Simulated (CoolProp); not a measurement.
Model: reference Helmholtz-energy equation of state, Gao 2016, in CoolProp.

**Question.** For sulfur dioxide, give the phase and the cv (kJ/(kg K)), speed of sound (m/s), Joule-Thomson coefficient (K/MPa) at 305.2 K and 4.77 bar; 385.3 K and 4.77 bar; 425.3 K and 4.77 bar.

**Answer.** 
- 305.2 K and 4.77 bar: gas; cv 0.561, speed of sound 213, Joule-Thomson coefficient 35.1
- 385.3 K and 4.77 bar: gas; cv 0.559, speed of sound 244, Joule-Thomson coefficient 16.9
- 425.3 K and 4.77 bar: gas; cv 0.572, speed of sound 257, Joule-Thomson coefficient 12.8
